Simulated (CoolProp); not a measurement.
Model: reference Helmholtz-energy equation of state, Thol 2019, in CoolProp.

**Question.** Give the vapour pressure (MPa), liquid density (kg/m³), enthalpy of vaporisation (kJ/kg) of saturated tetradecamethylhexasiloxane (MD4M) at 472.3, 514.2, 556.2 K.

**Answer.** 
```tsv
T (K)	p (MPa)	liquid density (kg/m³)	enthalpy of vaporisation (kJ/kg)
472.3	0.0212	711	118
514.2	0.0660	662	104
556.2	0.165	606	88.3
```
